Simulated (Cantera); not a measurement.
Feed: 1 mol PbO, 0.05 mol O2, 0.54 mol N2, held at 1473 K and 4400 Pa.

Method: chemical equilibrium by Gibbs-energy minimisation in Cantera with the NASA 1993 tables (ideal gas, pure condensed phases). Candidate condensed phases: Pb, PbO, PbO2, Pb3O4; 12 gas species. Gases not in the tables: (PbO)n polymers. Rates play no part.

Base state: N2 0.772, PbO 0.141, O2 0.0762, Pb 0.0100, NO 0.000638 (mole fractions); condensed: PbO(l).

### Question
What changes in the equilibrium state with this change: PbO replaced by Hg?

### Answer
| species | before | after |
|---|---|---|
| Hg | 0 | 0.629 |
| N2 | 0.772 | 0.339 |
| O2 | 0.0762 | 0.0313 |
| PbO | 0.141 | 0 |
| Pb | 0.0100 | 0 |
| NO | 0.000638 | 0.000271 |
| PbO(l), mol | 0.894 | 0 |
Further candidate phases: Hg, HgO.

### Question
What changes in the equilibrium state with this change: O2 from 0.05 to 0.29 mol?

### Answer
```
species        before    after
-----------  --------  -------
N2              0.772    0.553
O2             0.0762    0.299
PbO             0.141    0.141
Pb             0.0100  0.00506
NO           0.000638  0.00107
PbO(l), mol     0.894    0.857
```

### Question
What changes in the equilibrium state with this change: temperature from 1473 K to 1373.15 K?

### Answer
```tsv
species	before	after
N2	0.772	0.883
O2	0.0762	0.0821
PbO	0.141	0.0339
Pb	0.0100	0.00109
NO	0.000638	0.000411
PbO(l), mol	0.894	0.979
```
